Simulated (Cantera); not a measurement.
A perfectly stirred reactor is fed with H2 : O2 : N2 = 1.4 : 1 : 2 (molar parts), at 100000 Pa; it is held at 1125 K, and followed from long to short residence time.

Detailed kinetics in Cantera: the H2/O2 subset of GRI-Mech 3.0, which has no nitrogen chemistry. The temperature is held fixed by assumption; the heat of reaction is taken as removed at once.

**Question.** What does this change do: temperature 1125 to 825 K?

**Answer.** 
```csv
quantity,before,after
x(H2) at τ = 0.870 s,0.00298,0.318
x(O2) at τ = 0.870 s,0.0824,0.227
x(H2O2) at τ = 0.870 s,1.44e-5,7.36e-5
x(O) at τ = 0.870 s,2.12e-6,8.63e-11
x(H) at τ = 0.870 s,1.24e-6,8.58e-10
x(H2) at τ = 45.0 ms,0.0159,0.318
x(O2) at τ = 45.0 ms,0.0883,0.227
x(H2O2) at τ = 45.0 ms,6.96e-5,1.75e-8
x(O) at τ = 45.0 ms,1.59e-5,<1e-12
x(H) at τ = 45.0 ms,1.90e-5,2.24e-12
```
Below about 950 K walls govern HO2 and H2O2 in real vessels.
